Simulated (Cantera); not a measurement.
A closed system holds: 1 mol Si, 1.7 mol H₂O, 1.7 mol H₂, equilibrated at 0.150 bar.

Equilibrium computed with Cantera from the NASA thermochemical tables; the gas is ideal and each condensed phase is pure. Candidate condensed phases: H₂O, Si, SiO₂; 18 gas species. Mutual solubility and eutectic melting of coexisting phases are not modelled. The tables hold silica as quartz up to 1696 K and as liquid above; real silica turns to tridymite and cristobalite and melts near 1996 K. Rates play no part. All values below are at 1100 °C.

Base state: H₂ 1.000, SiO 0.000274 (mole fractions); condensed: Si(s) + SiO₂(β-quartz).

### Question
What changes in the equilibrium state with this change: Si replaced by SiC?

### Answer
```json
[
 {"species": "H₂", "before": "1.000", "after": "0.983"},
 {"species": "CO", "before": "0", "after": "0.0163"},
 {"species": "CH₄", "before": "0", "after": "0.000730"},
 {"species": "SiO", "before": "0.000274", "after": "1.79e-5"},
 {"species": "H₂O", "before": "7.45e-7", "after": "1.13e-5"},
 {"species": "Si(s), mol", "before": "0.150", "after": "0"},
 {"species": "SiO₂(β-quartz), mol", "before": "0.850", "after": "0.822"},
 {"species": "C(graphite), mol", "before": "0", "after": "0.763"},
 {"species": "SiC(s), mol", "before": "0", "after": "0.178"}
]
```
Further candidate phases: C, C₆H₆, C₇H₈, C₈H₁₈, SiC.
